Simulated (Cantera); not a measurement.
## MgO + HCl + H2 (oxide etching and cleaning by halides)

Input: 1 mol MgO, 1.2 mol HCl, 48 mol H2, equilibrated at 1250 °C and 6.00 Pa.

These are equilibrium values from Cantera (NASA tables, ideal gas, pure condensed phases), not measurements of a reactor. Candidate condensed phases: H2O, Mg, MgCl2, MgO, Mg(OH)2; 22 gas species. Rates play no part.

```json
{
  "x(H2)": "0.963",
  "x(HCl)": "0.0229",
  "x(H2O)": "0.00571",
  "x(Mg)": "0.00507",
  "x(H)": "0.00293",
  "x(MgCl2)": "0.000613",
  "x(Cl)": "5.59e-5",
  "x(MgCl)": "2.74e-5",
  "n(MgO(s))": "0.717 mol",
  "gas_amount": "49.53 mol",
  "log10 activity of Mg(l) (absent)": "-7.02"
}
```
